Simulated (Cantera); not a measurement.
**Premixed flame**

A freely propagating, adiabatic, planar premixed flame of CH₄ : CO : O₂ : N₂ = 1 : 0.075 : 2.34 : 8.81 (molar parts), unburnt at 375 K and 1200 Torr; multicomponent+Soret transport, grid criteria slope 0.08 and curve 0.16, no radiation.

Cantera simulation using GRI-Mech 3.0 (53 species, 325 reactions); the numbers are that mechanism's predictions, not measurements. Burning velocities carry a grid error of a few per cent, more on coarse grids.

```csv
z (mm),T (K),u (m/s),x CH₄,x CO,x O₂,x N₂O,x C₂H₄,x NO
-0.950,375,0.406,0.0818,0.00614,0.191,<1e-8,<1e-8,<1e-8
-0.633,377,0.408,0.0815,0.00615,0.191,<1e-8,1.05e-7,<1e-8
-0.475,385,0.417,0.0806,0.00628,0.191,<1e-8,9.03e-7,<1e-8
-0.317,452,0.490,0.0755,0.00744,0.187,<1e-8,1.22e-5,6.98e-8
-0.158,870,0.952,0.0525,0.0170,0.154,2.93e-8,0.000151,1.40e-6
-0.0792,1282,1.41,0.0287,0.0286,0.114,7.23e-8,0.000305,3.54e-6
0,1668,1.85,0.00590,0.0380,0.0686,1.46e-7,0.000159,6.70e-6
0.0792,1823,2.01,0.000262,0.0309,0.0456,2.39e-7,3.94e-6,1.04e-5
0.158,1883,2.07,6.54e-6,0.0220,0.0386,2.92e-7,3.16e-8,1.30e-5
0.317,1957,2.14,1.08e-8,0.0142,0.0341,3.26e-7,<1e-8,1.65e-5
0.633,2035,2.21,<1e-8,0.00941,0.0308,3.58e-7,<1e-8,2.17e-5
1.27,2098,2.27,<1e-8,0.00584,0.0284,3.76e-7,<1e-8,2.89e-5
2.53,2135,2.31,<1e-8,0.00328,0.0269,3.29e-7,<1e-8,3.79e-5
```
x: mole fraction of selected species; z is measured from the peak of heat release.

| Property | Result |
|---|---|
| laminar burning velocity | 40.5 cm/s |
| thermal thickness | 0.317 mm |
| peak x(C₂H₄) | 0.000321 |
| grid points | 144 |
